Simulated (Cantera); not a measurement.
Feed: 1 mol B₂H₆, 0.37 mol N₂, 0.44 mol H₂, 12 mol H₂O, equilibrated at 1100 K and 85000 Pa.

Cantera equilibrium calculation (NASA polynomials, part measured and part estimated; ideal gas, pure solids and liquids). Candidate condensed phases: B, BN, B₂O₃, B₃O₃H₃, H₂O; 39 gas species. The feed counts by its element totals alone. Gases not in the tables: H₃BO₃. Equilibrium is a limit: real reactors are often held back by kinetics, nucleation or transport.

Base state: H₂O 0.561, H₂ 0.409, N₂ 0.0235, (HBO₂)₃ 0.00676, HBO₂ 0.000142, NH₃ 1.08e-5 (mole fractions); condensed: B₂O₃(l).

### Question
What changes in the equilibrium state with this change: temperature from 1100 K to 900 K?

### Answer
```csv
species,before,after
H₂O,0.561,0.547
H₂,0.409,0.411
N₂,0.0235,0.0236
(HBO₂)₃,0.00676,0.0180
HBO₂,0.000142,2.02e-6
NH₃,1.08e-5,4.17e-5
"B₂O₃(l), mol",0.839,0.576
```

### Question
What changes in the equilibrium state with this change: H₂O from 12 to 0.56 mol?

### Answer
```tsv
species	before	after
H₂	0.409	0.994
B₃O₃H₃	<1e-9	0.00601
H₂O	0.561	1.25e-7
N₂	0.0235	<1e-9
(HBO₂)₃	0.00676	<1e-9
NH₃	1.08e-5	<1e-9
B₂O₃(l), mol	0.839	0.163
B(s), mol	0	0.863
BN(s), mol	0	0.740
```
N₂ is the only nitrogen source here; it is nearly inert below about 1500 K, so the nitride shown seldom forms there in practice. Mutual solubility and eutectic melting of coexisting phases are not modelled.
